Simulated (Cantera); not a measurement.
A closed system holds: 1 mol SiCl4, 4.5 mol N2, equilibrated at 823.15 K and 315 Torr.

Equilibrium computed with Cantera from the NASA thermochemical tables; the gas is ideal and each condensed phase is pure. Candidate condensed phases: Si, Si3N4; 13 gas species. Kinetics and transport are ignored.

Base state: N2 0.818, SiCl4 0.182 (mole fractions); condensed: gas only.

Q: What changes in the equilibrium state with this change: temperature from 823.15 K to 1525 K?

A: 
```tsv
species	before	after
N2	0.818	0.817
SiCl4	0.182	0.180
SiCl3	4.33e-9	0.00121
Cl	<1e-9	0.00106
Cl2	1.67e-9	9.98e-5
SiCl2	<1e-9	2.43e-5
```
The tables' values for SiCl3 are old estimates; treat these amounts as uncertain.
